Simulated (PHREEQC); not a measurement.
NH3 is added in steps, without added water, to 1 kg of water holding 22 mmol/kgw MgCl2 and 0.0078 mmol/kgw CO2, at 25 °C. O2 is buffered at 0.21 atm. No CO2 enters from the air. No solid was allowed to form.

Base run: PHREEQC, ion-association model, wateq4f.dat. Each further column changes one thing. The table gives CO3-2 (mol/kgw).

```csv
NH3 added (mol),base,MgCl2 from 0.022 to 0.0198 mol/kgw,CO2 replaced by Na2CO3 at the same molality,solids may form
0,9.12e-11,8.95e-11,7.61e-8,9.12e-11
1.5e-05,6.39e-8,…,1.87e-7,6.39e-8
2.75e-05,1.53e-7,1.60e-7,…,1.53e-7
4.25e-05,2.37e-7,2.47e-7,…,2.37e-7
5.75e-05,3.05e-7,…,3.83e-7,3.05e-7
7.25e-05,3.61e-7,3.75e-7,4.31e-7,3.61e-7
8.5e-05,4.02e-7,…,4.66e-7,4.02e-7
0.0001,4.44e-7,4.60e-7,…,4.44e-7
```

Q: Fill in the missing entries.

A: 
- 1.5e-05, MgCl2 from 0.022 to 0.0198 mol/kgw: 6.68e-8
- 2.75e-05, CO2 replaced by Na2CO3 at the same molality: 2.58e-7
- 4.25e-05, CO2 replaced by Na2CO3 at the same molality: 3.27e-7
- 5.75e-05, MgCl2 from 0.022 to 0.0198 mol/kgw: 3.17e-7
- 8.5e-05, MgCl2 from 0.022 to 0.0198 mol/kgw: 4.16e-7
- 0.0001, CO2 replaced by Na2CO3 at the same molality: 5.03e-7

 Solids allowed in the column 'solids may form': Brucite, Nesquehonite.
